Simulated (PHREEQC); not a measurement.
A made-up water analysis in mg/kgw, 25 °C, pH 3.6, pe 10.8:

```csv
constituent,mg/kgw
Na,2370
K,84.6
Ca,243
Mg,12.9
Cl,1300
S(6) as SO4,4230
Sr,3.42
```

Cl is adjusted to close the charge balance.
Valence states are taken as typed.

Computed with PHREEQC (ion-association model, phreeqc.dat).

Problem. The ionic strength comes out as 0.147 mol/kgw. What activity coefficients do K+, Sr+2, NaSO4-, Ca+2, SO4-2 get?

Solution. K+ 0.74, Sr+2 0.35, NaSO4- 0.77, Ca+2 0.35, SO4-2 0.33.

This is a speciation only: nothing precipitates in the calculation.
